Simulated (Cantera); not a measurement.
Mixture: 20.4 % H₂, 16.7 % O₂, 62.9 % N₂, equivalence ratio 0.61, at 1.01 bar, adiabatic and at constant volume. Ignition delay is the time to a rise of 400 K.

Cantera simulation using GRI-Mech 3.0 (53 species, 325 reactions); the numbers are that mechanism's predictions, not measurements. Where the delays flatten at high temperature, the 400 K rule measures the pace of heat release, not the induction time.

### Question
Predict: delay at 1223 K; delay at 1323 K; delay at 1423 K; delay at 1523 K; delay at 1623 K.

### Answer
```
Property          Result
---------------  -------
delay at 1223 K  40.7 µs
delay at 1323 K  27.0 µs
delay at 1423 K  20.3 µs
delay at 1523 K  16.9 µs
delay at 1623 K  15.5 µs
```
